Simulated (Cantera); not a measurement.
An adiabatic, constant-volume homogeneous reactor starts with CH4 : C2H6 : O2 : N2 = 1 : 0.035 : 1.93 : 7.26 (molar parts), at 1375 K and 1.68 atm.

Detailed kinetics in Cantera: GRI-Mech 3.0 (53 species, 325 reactions).

### Question
Predict: time of steepest temperature rise; temperature at 4.00 s; equilibrium temperature; x(O2) at 4.00 s; x(O) at 4.00 s; x(N2O) at 4.00 s.

### Answer
```
Quantity                                                             Value
---------------------------------  ---------------------------------------
time of steepest temperature rise                                  1.42 ms
temperature at 4.00 s                                               2938 K
equilibrium temperature                                             2938 K
x(O2) at 4.00 s                      0.0123 (gas-phase equilibrium 0.0123)
x(O) at 4.00 s                     0.00518 (gas-phase equilibrium 0.00518)
x(N2O) at 4.00 s                   1.00e-6 (gas-phase equilibrium 1.00e-6)
```
